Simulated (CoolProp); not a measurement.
Model: reference Helmholtz-energy equation of state, Span 1996, in CoolProp.

Task: For carbon dioxide, give the phase and the Z, Joule-Thomson coefficient (K/MPa), isothermal compressibility (1/MPa), conductivity (mW/(m K)) at 239.2 K and 15.1 MPa.

Result: 
- 239.2 K and 15.1 MPa: liquid; Z 0.295, Joule-Thomson coefficient -0.122, isothermal compressibility 0.00213, conductivity 162

Thermal conductivity comes from a separate model (Huber 2016).
